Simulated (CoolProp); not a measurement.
Saturated liquid density (kg/m³) of CH3F (R41): the reference equation beside estimates from Tc = 317.3 K, pc = 59.06 bar, ω = 0.200. Rackett uses Z = 0.29056 − 0.08775 ω.

Values from CoolProp's reference Helmholtz-energy equation of state, Lemmon 2006. It is a short technical equation, of lower accuracy than the large ones.

```
T (K)   reference     Rackett  Soave-Redlich-Kwong
-----  ----------  ----------  -------------------
207.2  (withheld)       728.6                678.0
210.7  (withheld)       722.2                671.6
214.2       839.1       715.7                665.0
217.6       831.4       709.3                658.5
221.1       823.3       702.7                651.6
224.6       815.1       695.9                644.5
228.1       806.7       688.9                637.1
231.6  (withheld)  (withheld)                629.6
235         789.7  (withheld)                622.1
238.5       780.8  (withheld)                614.1
```

Problem. Complete the blanks.

Solution. 
- 207.2, reference: 854.7
- 210.7, reference: 847.0
- 231.6, reference: 798.2
- 231.6, Rackett: 681.9
- 235, Rackett: 674.9
- 238.5, Rackett: 667.6

Absolute difference from the reference over all 10 rows, mean and median: Rackett 14.6 and 14.6 %, Soave-Redlich-Kwong 20.9 and 20.9 %.
